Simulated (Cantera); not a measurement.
Input: 1 mol CH3SiH3, 0.012 mol C3H8, 75 mol H2, at 10.0 Torr.

Cantera equilibrium calculation (NASA polynomials, part measured and part estimated; ideal gas, pure solids and liquids). Candidate condensed phases: C, C6H6, C7H8, C8H18, Si, SiC; 87 gas species. The feed counts by its element totals alone. Gases not in the tables: Si2H6 and higher silanes. Kinetics and transport are ignored.

Q: At 1952 °C, list the 4 most abundant gas species with their mole fractions, and the condensed phases.

A: H2 0.938, H 0.0543, Si 0.00432, C2H2 (acetylene) 0.00244. Condensed: SiC(s).
